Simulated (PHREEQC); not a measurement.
Solution (55 °C): 0.0017 mol/kgw CuCl2, 0.00048 mol/kgw H2SO4 and 0.046 mol/kgw Na2SO4. Closed to the air; pH follows from the charge balance.

All values are PHREEQC results (ion-association model, wateq4f.dat), not measurements.

Each row changes one thing in this solution. This is a speciation only: nothing precipitates in the calculation.

```json
[
 {"case": "as made", "pH": "3.68", "ionic strength (mol/kgw)": "0.127", "Na+ (mol/kgw)": "0.0857", "SO4-2 (mol/kgw)": "0.0386", "NaSO4- (mol/kgw)": "0.00634", "CuSO4 (mol/kgw)": "0.000872", "SI of Tenorite (CuO)": "-2.78", "SI of Chalcanthite (CuSO4:5H2O)": "-2.90"},
 {"case": "H2SO4 left out", "pH": "5.37", "ionic strength (mol/kgw)": "0.127", "Na+ (mol/kgw)": "0.0856", "SO4-2 (mol/kgw)": "0.0387", "NaSO4- (mol/kgw)": "0.00637", "CuSO4 (mol/kgw)": "0.000865", "SI of Tenorite (CuO)": "+0.60", "SI of Chalcanthite (CuSO4:5H2O)": "-2.90"},
 {"case": "H2SO4 replaced by Rb2SO4 at the same molality", "pH": "5.37", "ionic strength (mol/kgw)": "0.128", "Na+ (mol/kgw)": "0.0856", "SO4-2 (mol/kgw)": "0.0392", "NaSO4- (mol/kgw)": "0.00642", "CuSO4 (mol/kgw)": "0.000866", "SI of Tenorite (CuO)": "+0.60", "SI of Chalcanthite (CuSO4:5H2O)": "-2.90"},
 {"case": "diluted 10-fold with water", "pH": "4.25", "ionic strength (mol/kgw)": "0.0139", "Na+ (mol/kgw)": "0.00906", "SO4-2 (mol/kgw)": "0.00442", "NaSO4- (mol/kgw)": "0.000145", "CuSO4 (mol/kgw)": "4.96e-5", "SI of Tenorite (CuO)": "-2.21", "SI of Chalcanthite (CuSO4:5H2O)": "-4.15"},
 {"case": "H2SO4 from 0.00048 to 0.0024 mol/kgw", "pH": "2.98", "ionic strength (mol/kgw)": "0.127", "Na+ (mol/kgw)": "0.0858", "SO4-2 (mol/kgw)": "0.0378", "NaSO4- (mol/kgw)": "0.00622", "CuSO4 (mol/kgw)": "0.000863", "SI of Tenorite (CuO)": "-4.18", "SI of Chalcanthite (CuSO4:5H2O)": "-2.90"}
]
```

Species that the database lacks are ignored. Some of these states are supersaturated (in Atacamite, Tenorite (slow to form), for instance). Away from 25 °C the constants follow the database's enthalpies or fits; those with neither stay at their 25 °C values.
